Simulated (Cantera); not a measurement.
Cantera run, input and output.

```python
import numpy as np
import cantera as ct

surf = ct.Interface("ptcombust.yaml", "Pt_surf")
gas = surf.adjacent["gas"]
gas.TPX = 973, 66000, {'CO': 0.0022, 'O2': 0.03, 'N2': 0.79, 'H2O': 0.017}
surf.TP = 973, 66000
reactor = ct.FlowReactor(gas, clone=False)
reactor.area = 0.0001  # m2
reactor.surface_area_to_volume_ratio = 2500  # 1/m
reactor.mass_flow_rate = 1.2 * reactor.area * gas.density  # inlet velocity 1.2 m/s
reactor.energy_enabled = False
wall = ct.ReactorSurface(surf, reactor, clone=False)
net = ct.ReactorNet([reactor])
net.rtol, net.atol = 1e-8, 1e-16
show, cover = ['CO', 'O2', 'H2O', 'CO2'], ['PT(S)', 'H(S)', 'O(S)', 'OH(S)', 'CO(S)', 'C(S)']

rows = []
print(f"{'z/m':>9s}{'u/(m/s)':>9s}" + "".join(f"{s:>13s}" for s in show + cover))
for z in [3.7e-05, 6.2e-05, 0.0001, 0.00017, 0.00029, 0.00048, 0.0008, 0.0013, 0.0022, 0.0037]:
    net.advance(z)
    rows.append([reactor.speed, *gas[show].X, *surf[cover].coverages])
    print(f"{z:9.4g}{rows[-1][0]:9.3g}" + "".join(f"{x:13.4e}" for x in rows[-1][1:]))
```

Output:

```
      z/m  u/(m/s)           CO           O2          H2O          CO2        PT(S)         H(S)         O(S)        OH(S)        CO(S)         C(S)
  3.7e-05      1.2   2.7117e-04   3.4614e-02   2.0281e-02   2.3535e-03   2.5237e-01   4.1504e-07   7.4503e-01   2.4895e-03   1.0102e-04   2.8820e-15
  6.2e-05      1.2   9.2114e-05   3.4527e-02   2.0283e-02   2.5328e-03   2.4657e-01   3.9926e-07   7.5092e-01   2.4705e-03   3.2524e-05   8.9942e-16
   0.0001      1.2   1.8718e-05   3.4492e-02   2.0284e-02   2.6062e-03   2.4437e-01   3.9335e-07   7.5315e-01   2.4632e-03   6.4741e-06   1.7691e-16
  0.00017      1.2   1.0218e-06   3.4483e-02   2.0284e-02   2.6240e-03   2.4386e-01   3.9197e-07   7.5368e-01   2.4614e-03   3.5171e-07   9.5840e-18
  0.00029      1.2   7.0374e-09   3.4483e-02   2.0284e-02   2.6250e-03   2.4383e-01   3.9189e-07   7.5371e-01   2.4613e-03   2.4216e-09   6.5977e-20
  0.00048      1.2   2.6575e-12   3.4483e-02   2.0284e-02   2.6250e-03   2.4383e-01   3.9189e-07   7.5371e-01   2.4613e-03   9.1448e-13   2.4915e-23
   0.0008      1.2  -2.4538e-17   3.4483e-02   2.0284e-02   2.6250e-03   2.4383e-01   3.9189e-07   7.5371e-01   2.4613e-03   1.8600e-17   5.0678e-28
   0.0013      1.2  -3.0357e-17   3.4483e-02   2.0284e-02   2.6250e-03   2.4383e-01   3.9189e-07   7.5371e-01   2.4613e-03   6.4265e-20   1.7621e-30
   0.0022      1.2  -9.2202e-17   3.4483e-02   2.0284e-02   2.6250e-03   2.4383e-01   3.9189e-07   7.5371e-01   2.4613e-03  -2.2941e-30   1.7249e-32
   0.0037      1.2  -8.6835e-17   3.4483e-02   2.0284e-02   2.6250e-03   2.4383e-01   3.9189e-07   7.5371e-01   2.4613e-03  -1.0283e-19  -2.7775e-30
```

Detailed kinetics in Cantera: Deutschmann's 1995 Pt surface mechanism with GRI-Mech 3.0 gas chemistry. Catalytic surfaces can have several steady states; this one follows from the mechanism file's or the stated starting coverage. Mass transfer to the wall is taken as infinitely fast.
